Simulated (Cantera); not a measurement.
**Transport properties of process gases**

Gas mixture: N2O = 0.1 (molar parts), at 34000 Pa, frozen composition.

Cantera's kinetic-theory transport with the Lennard-Jones parameters of GRI-Mech 3.0, ideal gas; thermal conductivity in the mixture-averaged form. The composition is frozen, though it would react at the higher temperatures.

| T (K) | ρ (kg/m³) | cp (J/kg/K) | μ (µPa s) | λ (mW/m/K) | Pr | D (cm²/s) N2 | D (cm²/s) H | D (cm²/s) H2 |
|---|---|---|---|---|---|---|---|---|
| 400 | 0.450 | 970.3 | 19.5 | 25.5 | 0.741 | 0.786 | 4.95 | 3.21 |
| 500 | 0.360 | 1043 | 23.6 | 33.2 | 0.740 | 1.17 | 7.40 | 4.71 |
| 600 | 0.300 | 1101 | 27.3 | 40.7 | 0.739 | 1.60 | 10.2 | 6.41 |
| 700 | 0.257 | 1150 | 30.8 | 47.9 | 0.739 | 2.09 | 13.4 | 8.31 |
| 800 | 0.225 | 1192 | 34.0 | 54.9 | 0.739 | 2.62 | 16.8 | 10.4 |
| 900 | 0.200 | 1227 | 37.1 | 61.5 | 0.740 | 3.20 | 20.6 | 12.7 |
| 1000 | 0.180 | 1255 | 40.0 | 68.0 | 0.739 | 3.83 | 24.7 | 15.1 |
| 1100 | 0.164 | 1275 | 42.8 | 74.1 | 0.736 | 4.49 | 29.0 | 17.7 |
D: mixture-averaged diffusion coefficient of that species in the mixture.
